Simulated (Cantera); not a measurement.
Input (Python, Cantera) and output of one run.

```python
import numpy as np
import cantera as ct

gas_names = """
    N NO NO2 NO3 N2 N2O O O2 O3 Pb PbO Pb2
""".split()
cond_names = """
    Pb(cr) Pb(L) PbO(rd) PbO(yw) PbO(L) PbO2(s) Pb3O4(s)
""".split()


def load(file, names, dense=False):
    # The tables refer to 1 bar. Condensed volumes are neglected.
    table = {s.name: s for s in ct.Species.list_from_file(file)}
    out = []
    for n in names:
        d = dict(table[n].input_data)
        d["thermo"] = dict(d["thermo"], **{"reference-pressure": 1e5})
        if dense:
            d["equation-of-state"] = {"model": "constant-volume", "density": "1e6 g/cm^3"}
        out.append(ct.Species.from_dict(d))
    return out


gas = ct.Solution(thermo="ideal-gas", species=load("nasa_gas.yaml", gas_names))
cond = {s.name: ct.Solution(thermo="fixed-stoichiometry", species=[s], name=s.name)
        for s in load("nasa_condensed.yaml", cond_names, dense=True)}
atoms = {
    'PbO': {'Pb': 1, 'O': 1},
    'N2': {'N': 2},
}
top_T = {'Pb3O4(s)': 820}  # K; cautious upper limits of use, not melting points


def equilibrate(T, P, feed):
    n = {}
    for name, mol in feed.items():
        for a, k in atoms[name].items():
            n[a] = n.get(a, 0.0) + k * mol
    gas.TPX = T, P, n
    mass = sum(n.values()) * gas.mean_molecular_weight
    gas.equilibrate("TP")
    valid = [c for c in cond.values() if c.min_temp <= T <= top_T.get(c.name, c.max_temp)]
    mix = ct.Mixture([(gas, mass / gas.mean_molecular_weight)] + [(c, 0.0) for c in valid])
    mix.T, mix.P = T, P
    mix.equilibrate("TP", solver="vcs", rtol=1e-11, max_steps=5000)
    return mix


results = []
feed = {'PbO': 1, 'N2': 70}  # mol
P = 9900  # Pa
for T in [848, 898, 948, 998, 1048, 1098, 1148, 1198, 1248, 1298, 1348, 1398, 1448, 1498]:
    mix = equilibrate(T, P, feed)
    results.append((T, P, feed, dict(zip(mix.species_names, mix.species_moles))))

top = {s: max(r[3][s] / sum(r[3][g] for g in gas_names) for r in results) for s in gas_names}
cols = sorted((s for s in top if top[s] > 0.001), key=lambda s: -top[s])[:5]
seen = [c for c in cond_names if any(r[3].get(c, 0) > 1e-12 for r in results)]
print("log10 of partial pressures in bar; condensed amounts in mol")
print(f"{'T/K':>10s}" + "".join(f"{s[:9]:>10s}" for s in cols + seen))
for T, P, feed, n in results:
    ng = sum(n[g] for g in gas_names)
    print(f"{T:10.4g}" + "".join(f"{np.log10(max(n[s] / ng * P / 1e5, 1e-99)):10.3f}" for s in cols)
          + "".join(f"{n.get(c, 0):10.4g}" for c in seen))
```

Result:

```
log10 of partial pressures in bar; condensed amounts in mol
       T/K        N2       PbO        Pb        O2   PbO(yw)    PbO(L)
       848    -1.004    -9.120    -9.740   -10.117         1         0
       898    -1.004    -8.163    -8.822    -9.177         1         0
       948    -1.004    -7.310    -8.000    -8.342         1         0
       998    -1.004    -6.545    -7.262    -7.594    0.9998         0
      1048    -1.004    -5.856    -6.595    -6.921    0.9988         0
      1098    -1.004    -5.232    -5.990    -6.311    0.9951         0
      1148    -1.004    -4.664    -5.439    -5.756    0.9821         0
      1198    -1.005    -4.184    -4.960    -5.275         0    0.9459
      1248    -1.005    -3.755    -4.528    -4.841         0    0.8543
      1298    -1.007    -3.361    -4.130    -4.442         0    0.6374
      1348    -1.010    -2.998    -3.763    -4.074         0    0.1567
      1398    -1.011    -2.941    -3.608    -3.920         0         0
      1448    -1.011    -2.964    -3.514    -3.828         0         0
      1498    -1.011    -2.991    -3.430    -3.746         0         0
```

Cantera equilibrium calculation (NASA polynomials, part measured and part estimated; ideal gas, pure solids and liquids). Gases not in the tables: (PbO)n polymers.
